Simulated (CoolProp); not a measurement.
Nitrogen at 493.45 K and 12.9 MPa flows at 0.067 m/s in a round tube of 2 mm bore and 1.5 µm roughness, fully developed (64/Re and Nu = 3.66 if laminar; Colebrook and Gnielinski if turbulent). Each further row changes one setting.

Values from CoolProp's reference Helmholtz-energy equation of state, Span 2000.

```json
[
 {"case": "as stated", "Reynolds number": "?", "Darcy friction factor": "?", "pressure drop (Pa/m)": "14.5", "heat-transfer coefficient (W/(m² K))": "77.4", "mass flow (kg/h)": "0.0630"},
 {"case": "velocity 0.134 m/s", "Reynolds number": "821", "Darcy friction factor": "0.0779", "pressure drop (Pa/m)": "?", "heat-transfer coefficient (W/(m² K))": "77.4", "mass flow (kg/h)": "?"},
 {"case": "diameter 4 mm", "Reynolds number": "821", "Darcy friction factor": "0.0779", "pressure drop (Pa/m)": "?", "heat-transfer coefficient (W/(m² K))": "?", "mass flow (kg/h)": "?"}
]
```

Q: Fill in the missing entries.

A: 
- as stated, Reynolds number: 411
- as stated, Darcy friction factor: 0.156
- velocity 0.134 m/s, pressure drop (Pa/m): 29.1
- velocity 0.134 m/s, mass flow (kg/h): 0.126
- diameter 4 mm, pressure drop (Pa/m): 3.64
- diameter 4 mm, heat-transfer coefficient (W/(m² K)): 38.7
- diameter 4 mm, mass flow (kg/h): 0.252

Viscosity comes from a separate model (Lemmon 2004). Thermal conductivity comes from a separate model (Lemmon 2004).
